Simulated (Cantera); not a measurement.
Feed: 1 mol SiHCl₃, 3.2 mol HCl, 6.7 mol N₂, equilibrated at 12.0 mbar.

These are equilibrium values from Cantera (NASA tables, ideal gas, pure condensed phases), not measurements of a reactor. Candidate condensed phases: NH₄Cl, Si, Si₃N₄; 28 gas species. N₂ is the only nitrogen source here; it is nearly inert below about 1500 K, so the nitride shown seldom forms there in practice. The numbers say what is thermodynamically allowed, not how fast it happens.

Which condensed phases are stable at each of these points (T (°C)): 625, 725, 825, 925, 1025, 1125, 1225, 1325?


| T (°C) | condensed phases | Si condensed (%) |
|---|---|---|
| 625 | Si₃N₄(s) | 9.1 |
| 725 | Si₃N₄(s) | 12.7 |
| 825 | Si₃N₄(s) | 15.4 |
| 925 | Si₃N₄(s) | 16.6 |
| 1025 | Si₃N₄(s) | 13.5 |
| 1125 | gas only | 0.0 |
| 1225 | gas only | 0.0 |
| 1325 | gas only | 0.0 |

From 625 °C to 1025 °C the condensed part is Si₃N₄(s). From 1125 °C to 1325 °C nothing is condensed.
